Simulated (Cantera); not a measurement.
Charge: 1 mol SiCl₄, 0.22 mol C₃H₈, 14 mol H₂, at 1925 °C and 1.70 mbar.

These are equilibrium values from Cantera (NASA tables, ideal gas, pure condensed phases), not measurements of a reactor. Candidate condensed phases: C, C₆H₆, C₇H₈, C₈H₁₈, Si, SiC; 109 gas species. The tables' values for SiCl, SiCl₃ are old estimates; treat these amounts as uncertain. Gases not in the tables: Si₂H₆ and higher silanes. The numbers say what is thermodynamically allowed, not how fast it happens.

Q: What is the equilibrium state?

A: 
* **x(H₂)**: 0.657
* **x(HCl)**: 0.173
* **x(H)**: 0.109
* **x(Si)**: 0.0227
* **x(Cl)**: 0.0210
* **x(SiCl₂)**: 0.00937
* **x(SiCl)**: 0.00249
* **x(SiC₂)**: 0.00216
* **x(C₂H₂ (acetylene))**: 0.00166
* **n(C(graphite))**: 0.233 mol
* **n(SiC(s))**: 0.259 mol
* **gas amount**: 18.61 mol
* **log10 activity of Si(l) (absent)**: -0.97
